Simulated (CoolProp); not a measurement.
Model: reference Helmholtz-energy equation of state, Fiedler 2023, in CoolProp.

### Question
Give the vapour pressure (MPa), liquid density (kg/m³), vapour density (kg/m³), enthalpy of vaporisation (kJ/kg) of saturated tetrahydrofuran at 439.7, 466.9 K.

### Answer
```
T (K)  p (MPa)  liquid density (kg/m³)  vapour density (kg/m³)  enthalpy of vaporisation (kJ/kg)
-----  -------  ----------------------  ----------------------  --------------------------------
439.7     1.15                     704                    27.3                               324
466.9     1.84                     659                    44.7                               289
```
